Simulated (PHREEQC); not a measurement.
Buffer: speciation

Consider water at 20 °C with 1.6 mmol/kgw HF, 0.049 mmol/kgw Na2CO3 and 21 mmol/kgw LiCl. Closed to the air; pH follows from the charge balance.

The numbers come from PHREEQC with the ion-association model, phreeqc.dat.

Each row changes one thing in this solution. No solid was allowed to form.

| case | pH | ionic strength (mol/kgw) | F- (mol/kgw) | HF (mol/kgw) | HF2- (mol/kgw) | NaF (mol/kgw) |
|---|---|---|---|---|---|---|
| as made | 3.16 | 0.0219 | 0.000878 | 0.000718 | 2.32e-6 | 3.70e-8 |
| temperature from 20 to 85 °C | 3.38 | (withheld) | 0.000579 | 0.00102 | 2.48e-6 | 2.35e-8 |
| LiCl left out | 3.15 | 0.000826 | 0.000824 | 0.000772 | 2.34e-6 | 4.35e-8 |
| LiCl from 0.021 to 0.0231 mol/kgw | 3.16 | 0.0240 | 0.000880 | 0.000715 | 2.32e-6 | 3.66e-8 |
| 0.023 mol/kgw Na2SO4 added | 3.33 | 0.0854 | 0.00106 | 0.000520 | 2.02e-6 | 1.64e-5 |
| diluted 2-fold with water | (withheld) | (withheld) | 0.000522 | 0.000277 | 5.32e-7 | 1.19e-8 |
| HF from 0.0016 to 0.0024 mol/kgw | 3.03 | (withheld) | 0.00114 | 0.00125 | 5.24e-6 | 4.80e-8 |
| Na2CO3 from 4.9e-05 to 4.41e-05 mol/kgw | 3.15 | 0.0219 | 0.000874 | 0.000721 | 2.32e-6 | 3.31e-8 |
| LiCl from 0.021 to 0.0105 mol/kgw | 3.16 | 0.0114 | 0.000861 | 0.000734 | 2.33e-6 | 3.90e-8 |

**Question.** What belongs in the gaps?

**Answer.** 
- temperature from 20 to 85 °C, ionic strength (mol/kgw): 0.0216
- diluted 2-fold with water, pH: 3.37
- diluted 2-fold with water, ionic strength (mol/kgw): 0.0110
- HF from 0.0016 to 0.0024 mol/kgw, ionic strength (mol/kgw): 0.0221

At this temperature some constants are extrapolated from 25 °C, and those without enthalpy data are left unchanged.
